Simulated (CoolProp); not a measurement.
Properties of propylene along the isotherm 383.6 K (Tc = 364.2 K, pc = 4.555 MPa, ω = 0.146).

Model: reference Helmholtz-energy equation of state, Lemmon 2013, in CoolProp.

```csv
p (MPa),phase,density (kg/m³),cp (kJ/(kg K)),expansivity (1/kK),Prandtl number,fugacity coefficient
0.854,gas,11.94,1.926,3.130,0.775,0.9459
1.71,gas,25.57,2.033,3.863,0.805,0.8928
2.56,gas,41.39,2.191,4.948,0.858,0.8410
3.42,gas,60.94,2.453,6.753,0.951,0.7893
4.27,gas,86.29,2.952,10.19,1.13,0.7384
5.12,supercritical,124.6,4.224,18.90,1.58,0.6869
5.98,supercritical,200.8,8.160,44.41,3.16,0.6329
6.83,supercritical,284.9,6.236,26.52,3.05,0.5800
```

The peak of cp marks the crossing from liquid-like to gas-like fluid above the critical point.

Viscosity comes from a separate model (Huber 2003), an estimate that may be off by 10 % or more. Thermal conductivity comes from a separate model (Huber 2003), an estimate that may be off by 10 % or more.
